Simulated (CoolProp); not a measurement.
Values from CoolProp's reference Helmholtz-energy equation of state, Zhou 2011.

Q: For dimethyl carbonate, give the phase and the Z, fugacity coefficient at 267.05 °C and 0.74 MPa.

A: 
- 267.05 °C and 0.74 MPa: gas; Z 0.940, fugacity coefficient 0.943
